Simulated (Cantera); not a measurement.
## Adiabatic ignition

An adiabatic, constant-pressure homogeneous reactor starts with 8.38 % CO, 1.34 % H2, 14.8 % O2, 55.4 % N2, 20.1 % H2O, at 1573 K and 1200 Torr.

Model: GRI-Mech 3.0 (53 species, 325 reactions), integrated in Cantera.

```json
[
 {"t (s)": "5.00e-6", "T (K)": "1573", "x CO": "0.0838", "x H2": "0.0134", "x O2": "0.148", "x HO2": "6.11e-7", "x H2O": "0.201", "x NO2": "<1e-12", "x N2O": "1.13e-11"},
 {"t (s)": "1.47e-5", "T (K)": "1574", "x CO": "0.0835", "x H2": "0.0129", "x O2": "0.147", "x HO2": "4.82e-5", "x H2O": "0.201", "x NO2": "<1e-12", "x N2O": "2.07e-9"},
 {"t (s)": "4.31e-5", "T (K)": "1841", "x CO": "0.0343", "x H2": "0.00628", "x O2": "0.116", "x HO2": "4.62e-5", "x H2O": "0.204", "x NO2": "1.51e-9", "x N2O": "4.08e-7"},
 {"t (s)": "0.000127", "T (K)": "2145", "x CO": "0.00538", "x H2": "0.00221", "x O2": "0.103", "x HO2": "9.15e-6", "x H2O": "0.216", "x NO2": "1.12e-8", "x N2O": "6.29e-7"},
 {"t (s)": "0.000372", "T (K)": "2208", "x CO": "0.00161", "x H2": "0.000744", "x O2": "0.103", "x HO2": "6.05e-6", "x H2O": "0.221", "x NO2": "2.49e-8", "x N2O": "4.76e-7"},
 {"t (s)": "0.00109", "T (K)": "2211", "x CO": "0.00139", "x H2": "0.000672", "x O2": "0.103", "x HO2": "6.01e-6", "x H2O": "0.221", "x NO2": "5.05e-8", "x N2O": "4.42e-7"},
 {"t (s)": "0.00321", "T (K)": "2211", "x CO": "0.00139", "x H2": "0.000671", "x O2": "0.103", "x HO2": "6.00e-6", "x H2O": "0.221", "x NO2": "1.25e-7", "x N2O": "4.42e-7"},
 {"t (s)": "0.00941", "T (K)": "2211", "x CO": "0.00139", "x H2": "0.000670", "x O2": "0.103", "x HO2": "5.99e-6", "x H2O": "0.221", "x NO2": "3.43e-7", "x N2O": "4.42e-7"},
 {"t (s)": "0.0276", "T (K)": "2210", "x CO": "0.00138", "x H2": "0.000667", "x O2": "0.102", "x HO2": "5.96e-6", "x H2O": "0.221", "x NO2": "9.64e-7", "x N2O": "4.41e-7"},
 {"t (s)": "0.0812", "T (K)": "2207", "x CO": "0.00136", "x H2": "0.000659", "x O2": "0.102", "x HO2": "5.88e-6", "x H2O": "0.221", "x NO2": "2.60e-6", "x N2O": "4.39e-7"},
 {"t (s)": "0.238", "T (K)": "2202", "x CO": "0.00133", "x H2": "0.000643", "x O2": "0.100", "x HO2": "5.72e-6", "x H2O": "0.221", "x NO2": "5.77e-6", "x N2O": "4.41e-7"},
 {"t (s)": "0.700", "T (K)": "2198", "x CO": "0.00130", "x H2": "0.000632", "x O2": "0.0993", "x HO2": "5.61e-6", "x H2O": "0.222", "x NO2": "8.05e-6", "x N2O": "4.47e-7"}
]
```
x: mole fraction; the columns are a selection and need not sum to one.

| Quantity | Result |
|---|---|
| time of steepest temperature rise | 31.8 µs |
| temperature at 0.700 s | 2198 K |
| equilibrium temperature | 2198 K |
| x(CO) at 0.700 s | 0.00130 (gas-phase equilibrium 0.00130) |
| x(H2) at 0.700 s | 0.000632 (gas-phase equilibrium 0.000631) |
| x(O2) at 0.700 s | 0.0993 (gas-phase equilibrium 0.0993) |
